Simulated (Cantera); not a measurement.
What does this Cantera script print?

```python
import numpy as np
import cantera as ct

gas = ct.Solution("gri30.yaml")


def delay(T, t_max=10):
    gas.TPX = T, 500000, {'H2': 1, 'O2': 0.98, 'N2': 3.69, 'NO': 0.0064}
    reactor = ct.IdealGasReactor(gas, clone=False)
    net = ct.ReactorNet([reactor])
    net.rtol, net.atol = 1e-8, 1e-16
    while net.time < t_max:
        t_old, T_old = net.time, reactor.T
        net.step()
        if reactor.T > T + 400:  # ignition: a rise of 400 K
            return t_old + (T + 400 - T_old) / (reactor.T - T_old) * (net.time - t_old)
    return np.nan


taus = []
for T in [900, 975, 1050, 1125, 1200, 1275, 1350]:
    taus.append(delay(T))
    print(f"T0 = {T:6g} K   tau = {taus[-1]:.4e} s")
```

Result:

```
T0 =    900 K   tau = 1.3155e-03 s
T0 =    975 K   tau = 4.0919e-04 s
T0 =   1050 K   tau = 1.1793e-04 s
T0 =   1125 K   tau = 3.5516e-05 s
T0 =   1200 K   tau = 1.4264e-05 s
T0 =   1275 K   tau = 7.9051e-06 s
T0 =   1350 K   tau = 5.2318e-06 s
```

Computed with Cantera and GRI-Mech 3.0 (53 species, 325 reactions). The hydrogen kinetics of GRI-Mech 3.0 are dated; newer H2 mechanisms differ, most at raised pressure. The mechanism lacks 2 NO + O2 → 2 NO2 and HONO, so NO2 and the effect of NO are under-described below about 1400 K. Below about 950 K walls govern HO2 and H2O2 in real vessels.
